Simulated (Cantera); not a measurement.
## Reactions in the system C-H-Ni-S

Source: NASA polynomial tables (part measured, part estimated), evaluated in Cantera. Values are per mole of reaction as written; species without (g) are pure solids or liquids, kept so even where they would boil at 1 bar.

4 H₂(g) + 3 CS₂(g) + 3 Ni₃S₄ = 9 NiS₂ + C₃H₈(g)

| T (K) | ΔH° (kJ) | ΔS° (J/K) | ΔG° (kJ) | log10 K |
|---|---|---|---|---|
| 473 | -743.9 | -902.3 | -317.1 | 35.02 |
| 498 | -745.6 | -905.8 | -294.5 | 30.89 |
| 523 | -747.4 | -909.3 | -271.9 | 27.15 |
| 548 | -749.3 | -912.8 | -249.1 | 23.74 |
| 573 | -751.3 | -916.3 | -226.2 | 20.62 |
| 598 | -753.3 | -919.8 | -203.3 | 17.75 |
